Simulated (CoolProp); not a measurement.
Carbon dioxide along the isotherm 231.6 K: Z from the reference equation and from simpler models built on Tc = 304.1 K, pc = 7.377 MPa, ω = 0.224; each cubic takes its own stable root.

The numbers come from the reference Helmholtz-energy equation of state, Span 1996 in CoolProp.

```
p (MPa)   phase  reference  Soave-Redlich-Kwong  Peng-Robinson
-------  ------  ---------  -------------------  -------------
6.71     liquid     0.1348               0.1462         0.1292
13.4     liquid     0.2656               0.2860         0.2534
20.1     liquid     0.3936               0.4218         0.3744
26.8     liquid     0.5192               0.5542         0.4926
33.5     liquid     0.6426               0.6840         0.6087
40.2     liquid     0.7642               0.8115         0.7229
46.9     liquid     0.8842               0.9371         0.8356
53.7     liquid      1.004                1.063         0.9486
60.4     liquid      1.122                1.186          1.059
67.1     liquid      1.237                1.307          1.168
```
